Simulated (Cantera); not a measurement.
A closed system holds: 1 mol Fe3O4, 14 mol CO, 6.9 mol N2, held at 2350 °C and 0.650 bar.

Cantera equilibrium calculation (NASA polynomials, part measured and part estimated; ideal gas, pure solids and liquids). Candidate condensed phases: C, Fe, Fe(CO)5, FeO, Fe2O3, Fe3O4; 27 gas species. The tables' stoichiometric FeO is somewhat more stable than real wüstite, so its field is too wide. FeO: taken at fixed stoichiometry. Kinetics and transport are ignored.

Base state: CO 0.543, N2 0.313, CO2 0.0916, Fe 0.0477, FeO 0.00323, NO 0.000557, O 0.000460, O2 0.000206 (mole fractions); condensed: FeO(l).

Task: What changes in the equilibrium state with this change: temperature from 2350 °C to 1275 °C?

Result: 
```
species        before    after
-----------  --------  -------
CO              0.543    0.579
N2              0.313    0.330
CO2            0.0916   0.0909
Fe             0.0477  6.22e-7
FeO           0.00323  1.33e-9
O            0.000460    <1e-9
O2           0.000206    <1e-9
NO           0.000557  4.17e-9
FeO(l), mol      1.88        0
Fe(γ), mol          0    0.900
FeO(s), mol         0     2.10
```
Mutual solubility and eutectic melting of coexisting phases are not modelled.

Task: What changes in the equilibrium state with this change: Fe3O4 replaced by Cu2O?

Result: 
```csv
species,before,after
CO,0.543,0.568
N2,0.313,0.301
Cu,0,0.0867
CO2,0.0916,0.0431
Fe,0.0477,0
FeO,0.00323,0
Cu2,0,0.000280
CuO,0,3.01e-5
"FeO(l), mol",1.88,0
```
Further candidate phases: Cu, CuO, Cu2O.

Task: What changes in the equilibrium state with this change: temperature from 2350 °C to 1602 °C?

Result: 
```tsv
species	before	after
CO	0.543	0.602
N2	0.313	0.330
CO2	0.0916	0.0674
Fe	0.0477	0.000125
O2	0.000206	3.62e-9
O	0.000460	1.79e-8
FeO	0.00323	8.31e-7
NO	0.000557	4.51e-7
FeO(l), mol	1.88	2.59
Fe(l), mol	0	0.406
```
Each liquid is taken as pure. Mutual solubility and eutectic melting of coexisting phases are not modelled.
